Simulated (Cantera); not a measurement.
Feed: 1 mol TEOS, 0.92 mol N2O, held at 700 K and 4.40 mbar.

Method: chemical equilibrium by Gibbs-energy minimisation in Cantera with the NASA 1993 tables (ideal gas, pure condensed phases). Candidate condensed phases: C, C6H6, C7H8, C8H18, H2O, Si, SiC, SiO2, Si2N2O, Si3N4; 151 gas species. The feed counts by its element totals alone. The numbers say what is thermodynamically allowed, not how fast it happens.

Base state: H2 0.717, N2 0.0765, H2O 0.0756, CO 0.0560, CO2 0.0556, CH4 0.0192 (mole fractions); condensed: C(graphite) + SiO2(α-quartz).

Question: What changes in the equilibrium state with this change: temperature from 700 K to 773.15 K?

Answer: 
| species | before | after |
|---|---|---|
| H2 | 0.717 | 0.727 |
| CO | 0.0560 | 0.151 |
| N2 | 0.0765 | 0.0699 |
| H2O | 0.0756 | 0.0229 |
| CO2 | 0.0556 | 0.0242 |
| CH4 | 0.0192 | 0.00492 |
| C(graphite), mol | 6.43 | 5.64 |
| SiO2(α-quartz), mol | 1.00 | 1.00 |
